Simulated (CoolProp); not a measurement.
Vapour-liquid equilibrium of toluene (1) + m-xylene (2) at 10.2 bar; x and y are mole fractions of (1).

Computed with CoolProp (multi-fluid Helmholtz-energy mixture model, Lemmon 2006 and Zhou 2012; pair parameters Bell 2016).

Problem. Give the bubble temperature and the first vapour's composition at x = 0.05, 0.35, 0.95. Is there an azeotrope?

Solution. x = 0.05: 523.2 K, y = 0.073; x = 0.35: 510.9 K, y = 0.455; x = 0.95: 492.3 K, y = 0.965. No azeotrope shows between x = 0.05 and 0.95.

Pair parameters are fitted to limited data, so mixtures are less certain than the pure fluids.
